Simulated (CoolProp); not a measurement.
Properties of CH2F2 (R32) along the isobar 101 kPa (Tc = 351.3 K, pc = 5783 kPa, ω = 0.277).

Values from CoolProp's reference Helmholtz-energy equation of state, Tillner-Roth 1997.

```
T (K)  phase  speed of sound (m/s)  viscosity (µPa s)  conductivity (mW/(m K))  fugacity coefficient
-----  -----  --------------------  -----------------  -----------------------  --------------------
279      gas                 233.8               12.5                     12.2                0.9843
288.3    gas                 237.5               12.9                     12.9                0.9861
297.6    gas                 241.0               13.3                     13.6                0.9877
306.8    gas                 244.4               13.8                        ?                0.9890
316.1    gas                 247.8               14.2                     15.0                0.9901
325.4    gas                 251.1                  ?                     15.8                0.9911
334.7    gas                 254.3               15.0                     16.6                0.9919
343.9    gas                 257.5               15.4                     17.4                0.9927
353.2    gas                 260.6               15.8                     18.2                0.9934
362.5    gas                 263.6               16.2                     19.1                0.9939
371.8    gas                 266.6               16.6                     20.0                0.9945
381      gas                 269.5               17.0                     20.9                0.9949
390.3    gas                 272.5               17.4                        ?                0.9954
399.6    gas                 275.3               17.8                     22.8                0.9957
408.9    gas                 278.2               18.2                     23.8                0.9961
```

**Question.** Fill in the missing entries.

**Answer.** 
- 306.8, conductivity (mW/(m K)): 14.3
- 325.4, viscosity (µPa s): 14.6
- 390.3, conductivity (mW/(m K)): 21.8

Viscosity comes from a separate model (Bell 2016), an estimate that may be off by 10 % or more. Thermal conductivity comes from a separate model (Huber 2003), an estimate that may be off by 10 % or more.
